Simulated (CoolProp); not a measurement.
Properties of n-perfluoropentane along the isotherm 500 K.

Model: reference Helmholtz-energy equation of state, Gao 2022, in CoolProp.

| p (MPa) | phase | density (kg/m³) | cp (kJ/(kg K)) | cv (kJ/(kg K)) | speed of sound (m/s) | expansivity (1/kK) |
|---|---|---|---|---|---|---|
| 0.387 | gas | 27.75 | 1.056 | 1.020 | 118.0 | 2.289 |
| 0.774 | gas | 57.59 | 1.066 | 1.023 | 114.1 | 2.633 |
| 1.16 | gas | 89.73 | 1.080 | 1.026 | 110.2 | 3.043 |
| 1.55 | gas | 125.0 | 1.096 | 1.030 | 106.2 | 3.537 |
| 1.93 | gas | 162.4 | 1.115 | 1.033 | 102.5 | 4.103 |
| 2.32 | supercritical | 204.2 | 1.139 | 1.038 | 99.02 | 4.775 |
| 2.71 | supercritical | 249.8 | 1.168 | 1.042 | 95.88 | 5.537 |
| 3.09 | supercritical | 298.0 | 1.200 | 1.047 | 93.28 | 6.353 |
